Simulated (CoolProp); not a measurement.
Vapour-liquid equilibrium of benzene (1) + cyclohexane (2) at 462.6 K; x and y are mole fractions of (1).

Values from CoolProp's multi-fluid Helmholtz-energy mixture model, Thol 2012 and Zhou 2014; pair parameters Bell 2016.

```csv
x,"bubble pressure, mixture model (kPa)","bubble pressure, Raoult's law (kPa)","y, mixture model","y, Raoult's law"
0.05,1152,1138,0.061,0.053
0.2,1198,1149,0.228,0.210
0.35,1230,1160,0.376,0.365
0.5,1250,1171,0.515,0.516
0.65,1256,1183,0.649,0.664
0.8,1248,1194,0.788,0.810
0.95,1222,1205,0.943,0.953
```

The largest gap from Raoult's law is +6.7 % in bubble pressure, at x = 0.5. y crosses x between x = 0.5 and 0.65: the model has an azeotrope there.

Pair parameters are fitted to limited data, so mixtures are less certain than the pure fluids.
